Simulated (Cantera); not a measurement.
# Adiabatic ignition

An adiabatic, constant-pressure homogeneous reactor starts with 22.0 % CO, 0.988 % H2, 10.5 % O2, 64.3 % N2, 2.20 % H2O, at 1648 K and 1.40 bar.

Detailed kinetics in Cantera: GRI-Mech 3.0 (53 species, 325 reactions).

| t (s) | T (K) | x CO | x H2 | x O2 | x NO | x OH | x N2O | x H2O |
|---|---|---|---|---|---|---|---|---|
| 1.00e-6 | 1648 | 0.220 | 0.00988 | 0.105 | <1e-12 | 6.43e-8 | <1e-12 | 0.0220 |
| 2.96e-6 | 1648 | 0.220 | 0.00988 | 0.105 | <1e-12 | 4.74e-7 | 5.42e-12 | 0.0220 |
| 8.77e-6 | 1648 | 0.220 | 0.00986 | 0.105 | 4.71e-12 | 1.04e-5 | 1.16e-10 | 0.0220 |
| 2.60e-5 | 1680 | 0.203 | 0.00245 | 0.0888 | 3.63e-7 | 0.00330 | 1.18e-7 | 0.0248 |
| 7.70e-5 | 2053 | 0.125 | 0.00396 | 0.0443 | 6.37e-5 | 0.00785 | 2.62e-7 | 0.0157 |
| 0.000228 | 2389 | 0.107 | 0.00323 | 0.0381 | 0.000319 | 0.00891 | 3.27e-7 | 0.0222 |
| 0.000675 | 2629 | 0.0870 | 0.00235 | 0.0294 | 0.00164 | 0.00790 | 4.68e-7 | 0.0263 |
| 0.00200 | 2692 | 0.0802 | 0.00211 | 0.0249 | 0.00526 | 0.00718 | 5.54e-7 | 0.0275 |
| 0.00592 | 2686 | 0.0803 | 0.00213 | 0.0233 | 0.00898 | 0.00695 | 5.87e-7 | 0.0276 |
| 0.0175 | 2685 | 0.0803 | 0.00213 | 0.0230 | 0.00965 | 0.00691 | 5.95e-7 | 0.0276 |
| 0.0520 | 2685 | 0.0803 | 0.00213 | 0.0230 | 0.00965 | 0.00691 | 5.95e-7 | 0.0276 |
| 0.154 | 2685 | 0.0803 | 0.00213 | 0.0230 | 0.00965 | 0.00691 | 5.95e-7 | 0.0276 |
| 0.456 | 2685 | 0.0803 | 0.00213 | 0.0230 | 0.00965 | 0.00691 | 5.95e-7 | 0.0276 |
| 1.35 | 2685 | 0.0803 | 0.00213 | 0.0230 | 0.00965 | 0.00691 | 5.95e-7 | 0.0276 |
| 4.00 | 2685 | 0.0803 | 0.00213 | 0.0230 | 0.00965 | 0.00691 | 5.95e-7 | 0.0276 |
x: mole fraction; the columns are a selection and need not sum to one.

- time of steepest temperature rise = 38.9 µs
- temperature at 4.00 s = 2685 K
- equilibrium temperature = 2685 K
- x(CO) at 4.00 s = 0.0803 (gas-phase equilibrium 0.0803)
- x(H2) at 4.00 s = 0.00213 (gas-phase equilibrium 0.00213)
- x(O2) at 4.00 s = 0.0230 (gas-phase equilibrium 0.0230)
